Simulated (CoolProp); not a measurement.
Properties of propylene glycol along the isotherm 620 K (Tc = 674.0 K, pc = 72.92 bar, ω = 0.327).

Computed with CoolProp (reference Helmholtz-energy equation of state, Eisenbach 2021).

```tsv
p (bar)	phase	cp (kJ/(kg K))	expansivity (1/kK)	fugacity coefficient
0.576	gas	2.997	1.636	0.9964
0.846	gas	2.999	1.647	0.9948
1.24	gas	3.001	1.664	0.9923
1.82	gas	___	1.689	0.9887
2.68	gas	3.012	1.727	0.9834
3.93	gas	___	1.784	0.9757
5.76	gas	3.037	1.873	0.9644
8.46	gas	3.061	___	0.9478
12.4	gas	3.103	2.269	0.9234
18.2	gas	3.182	2.748	0.8875
26.8	gas	3.371	3.904	0.8337
39.3	liquid	4.699	3.645	0.6673
57.6	liquid	4.578	3.261	0.4738
84.6	liquid	4.449	2.863	0.3419
124	liquid	4.321	2.475	0.2534
182	liquid	4.197	2.111	0.1945
```

Problem. Some entries are withheld; supply them.

Solution. 
- 1.82, cp (kJ/(kg K)): 3.005
- 3.93, cp (kJ/(kg K)): 3.022
- 8.46, expansivity (1/kK): 2.020
